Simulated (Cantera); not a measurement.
A Cantera script and what it prints.

```python
import numpy as np
import cantera as ct

gas_names = """
    CL CL2 H HCL H2 N NH NH2 NH3 N2 N2H2 N2H4 Si SiCL SiCL2 SiCL3 SiCL4 SiH SiHCL3 SiH2 SiH2CL2 SiH3
    SiH3CL SiH4 SiN Si2 Si2N Si3
""".split()
cond_names = """
    NH4CL(a) NH4CL(b) Si(cr) Si(L) Si3N4(a)
""".split()


# ... load() reads the species with a 1 bar reference pressure and builds the phases ...
atoms = {
    'SiHCl3': {'Si': 1, 'H': 1, 'CL': 3},
    'NH3': {'N': 1, 'H': 3},
    'N2': {'N': 2},
}
top_T = {'Si3N4(a)': 2400}  # K; cautious upper limits of use, not melting points


# ... equilibrate(T, P, feed) seeds the gas with the atoms and calls Mixture.equilibrate('TP', solver="vcs", rtol=1e-11, max_steps=5000) ...
results = []
feed = {'SiHCl3': 1, 'NH3': 0.39, 'N2': 83}  # mol
P = 1000  # Pa
for T in [900, 1000, 1100, 1200, 1300, 1400, 1500, 1600, 1700, 1800, 1900, 2000, 2100]:
    mix = equilibrate(T, P, feed)
    results.append((T, P, feed, dict(zip(mix.species_names, mix.species_moles))))

top = {s: max(r[3][s] / sum(r[3][g] for g in gas_names) for r in results) for s in gas_names}
cols = sorted((s for s in top if top[s] > 1e-06), key=lambda s: -top[s])[:5]
seen = [c for c in cond_names if any(r[3].get(c, 0) > 1e-12 for r in results)]
print("log10 of partial pressures in bar; condensed amounts in mol")
print(f"{'T/K':>10s}" + "".join(f"{s[:9]:>10s}" for s in cols + seen))
for T, P, feed, n in results:
    ng = sum(n[g] for g in gas_names)
    print(f"{T:10.4g}" + "".join(f"{np.log10(max(n[s] / ng * P / 1e5, 1e-99)):10.3f}" for s in cols)
          + "".join(f"{n.get(c, 0):10.4g}" for c in seen))
```

Result:

```
log10 of partial pressures in bar; condensed amounts in mol
       T/K        N2       HCL     SiCL2        H2        CL  Si3N4(a)
       900    -2.012    -3.681    -9.891    -4.632   -11.307    0.2311
      1000    -2.012    -3.668    -8.261    -4.695    -9.996    0.2354
      1100    -2.012    -3.659    -6.934    -4.745    -8.922    0.2381
      1200    -2.012    -3.654    -5.843    -4.780    -8.030     0.237
      1300    -2.012    -3.655    -4.972    -4.773    -7.299    0.2205
      1400    -2.013    -3.679    -4.390    -4.650    -6.751    0.1681
      1500    -2.013    -3.752    -4.120    -4.418    -6.391   0.09772
      1600    -2.013    -3.872    -3.985    -4.228    -6.124    0.0302
      1700    -2.013    -3.942    -3.940    -4.163    -5.802         0
      1800    -2.013    -3.943    -3.942    -4.168    -5.421         0
      1900    -2.014    -3.940    -3.953    -4.182    -5.072         0
      2000    -2.014    -3.927    -3.984    -4.217    -4.735         0
      2100    -2.016    -3.909    -4.049    -4.277    -4.411         0
```

Equilibrium computed with Cantera from the NASA thermochemical tables; the gas is ideal and each condensed phase is pure. The tables' values for SiCl3, SiCl, SiN are old estimates; treat these amounts as uncertain.
